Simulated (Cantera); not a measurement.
A closed system holds: 1 mol MgO, 0.98 mol CH4, 0.053 mol CO, held at 16.0 mbar.

Method: chemical equilibrium by Gibbs-energy minimisation in Cantera with the NASA 1993 tables (ideal gas, pure condensed phases). Candidate condensed phases: C, C6H6, C7H8, C8H18, H2O, Mg, MgCO3, MgO, Mg(OH)2; 116 gas species. The tables' values for MgH are old estimates; treat these amounts as uncertain. The numbers say what is thermodynamically allowed, not how fast it happens.

x: gas mole fraction; n: condensed amount in mol.

```
T (K)   x H2    x CO      x Mg  x CH4     x H2O  n C(graphite)  n MgO(s)
-----  -----  ------  --------  -----  --------  -------------  --------
898    0.969  0.0254    <1e-12      …  0.000994          0.972      1.00
948    0.971  0.0260    <1e-12      …  0.000391          0.976      1.00
998    0.972  0.0262    <1e-12      …  0.000166          0.977      1.00
1048   0.973  0.0263  3.64e-11      …   7.65e-5          0.978      1.00
1098   0.973  0.0263  9.68e-10      …   3.76e-5          0.979      1.00
1148   0.973  0.0263   1.93e-8      …   1.97e-5          0.979      1.00
1198   0.973  0.0263   2.97e-7      …   1.09e-5          0.980     1.000
1248   0.973  0.0263   3.67e-6      …   6.31e-6          0.980     1.000
1298   0.973  0.0264   3.72e-5      …   3.82e-6          0.980     1.000
1348   0.973  0.0266  0.000313      …   2.42e-6          0.979     0.999
1398   0.969  0.0284   0.00214      …   1.67e-6          0.976     0.996
1448   0.953  0.0363    0.0106      …   1.40e-6          0.958     0.978
1498   0.904  0.0601    0.0356      …   1.51e-6          0.903     0.923
```

Task: Some entries are withheld; supply them.

Result: 
- 898, x CH4: 0.00481
- 948, x CH4: 0.00259
- 998, x CH4: 0.00148
- 1048, x CH4: 0.000884
- 1098, x CH4: 0.000554
- 1148, x CH4: 0.000361
- 1198, x CH4: 0.000243
- 1248, x CH4: 0.000169
- 1298, x CH4: 0.000121
- 1348, x CH4: 8.84e-5
- 1398, x CH4: 6.57e-5
- 1448, x CH4: 4.85e-5
- 1498, x CH4: 3.39e-5
